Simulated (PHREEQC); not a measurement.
# Buffer (model solution)

Dissolve 0.27 mol/kgw HF and 0.0042 mol/kgw NH3 at 25 °C. Closed to the air; pH follows from the charge balance.

The numbers come from PHREEQC with the ion-association model, wateq4f.dat.

Each row changes one thing in this solution. Precipitation was switched off in this run.

```
case                                               pH  ionic strength (mol/kgw)  HF (mol/kgw)  H2F2 (mol/kgw)  HF2- (mol/kgw)  NH3 (mol/kgw)
-----------------------------------------------  ----  ------------------------  ------------  --------------  --------------  -------------
as made                                          1.98                    0.0159         0.142          0.0530         0.00564       2.00e-10
HF from 0.27 to 0.54 mol/kgw                     1.81                    0.0217         0.230           0.139          0.0102       1.33e-10
HF from 0.27 to 0.243 mol/kgw                    2.00                    0.0152         0.132          0.0454         0.00513       2.13e-10
NH3 replaced by (NH4)2HPO4 at the same molality  2.01                    0.0193         0.142          0.0524         0.00614       4.31e-10
```

wateq4f.dat counts part of the HF as a dimer, H2F2, which phreeqc.dat doesn't know; its constant is uncertain. H3PO4, which wateq4f.dat lacks, is added to it with the constant of phreeqc.dat.
